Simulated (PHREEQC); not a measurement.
A solution holds 0.035 mol CuCl2, 0.022 mol HCl, 0.0021 mol Zn(NO3)2 and 0.0025 mol BaCl2 per kg of water, at 25 °C. Closed to the air; pH follows from the charge balance.

Equilibrium calculation in PHREEQC: ion-association model, phreeqc.dat.

Precipitation was switched off in this run.

**Question.** Predict the pH, specific conductance, density.

**Answer.** pH 1.75; specific conductance 15000 µS/cm; density 1.002 g/cm³.

**Question.** In which forms is Cu present?

**Answer.** Cu+2 91 %, CuCl+ 8.4 % of the Cu.

Species that the database lacks are ignored.
